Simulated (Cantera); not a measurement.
Input (Python, Cantera):

```python
import numpy as np
import cantera as ct

surf = ct.Interface("diamond.yaml", "diamond_100")
gas, bulk = surf.adjacent["gas"], surf.adjacent["diamond"]
k = surf.kinetics_species_index(bulk.species_names[0])
cover = ["c6HH", "c6H*", "c6*H", "c6**", "c6HM", "c6B"]

rows, drift = [], 0.0
print(f"{'P':>10s}{'um/h':>11s}" + "".join(f"{s:>11s}" for s in cover))
for v in [620, 1000, 1700, 2800, 4600, 7600, 13000, 21000]:
    T, P, xH, xCH3 = 1275, v, 0.005, 0.00013
    gas.TPX = T, P, {"H": xH, "CH3": xCH3, "CH4": 0.0071, "H2": 1 - xH - xCH3 - 0.0071}
    surf.TP = bulk.TP = T, P
    surf.coverages = "c6H*:0.1, c6HH:0.9"
    surf.advance_coverages(100.0)
    before = surf.coverages
    surf.advance_coverages(100.0)
    drift = max(drift, np.max(np.abs(surf.coverages - before) / (surf.coverages + 1e-9)))
    rate = surf.net_production_rates[k] * bulk.mean_molecular_weight / bulk.density * 3.6e9
    rows.append([rate, *surf[cover].coverages])
    print(f"{v:10.4g}{rate:11.4e}" + "".join(f"{x:11.3e}" for x in rows[-1][1:]))
```

Result:

```
         P       um/h       c6HH       c6H*       c6*H       c6**       c6HM        c6B
       620 9.5885e-02  3.987e-01  4.625e-02  5.156e-01  3.896e-02  6.123e-05  2.602e-10
      1000 1.7193e-01  3.987e-01  4.624e-02  5.155e-01  3.895e-02  9.960e-05  4.665e-10
      1700 3.3417e-01  3.987e-01  4.625e-02  5.155e-01  3.894e-02  1.689e-04  9.068e-10
      2800 6.4373e-01  3.986e-01  4.625e-02  5.153e-01  3.893e-02  2.740e-04  1.747e-09
      4600 1.2839e+00  3.985e-01  4.625e-02  5.152e-01  3.892e-02  4.367e-04  3.484e-09
      7600 2.6802e+00  3.984e-01  4.626e-02  5.149e-01  3.891e-02  6.847e-04  7.273e-09
   1.3e+04 6.0588e+00  3.981e-01  4.628e-02  5.144e-01  3.890e-02  1.070e-03  1.644e-08
   2.1e+04 1.2627e+01  3.978e-01  4.633e-02  5.139e-01  3.889e-02  1.531e-03  3.427e-08
```

Computed with Cantera and the Harris–Goodwin 1993 mechanism for the reconstructed diamond (100) surface.
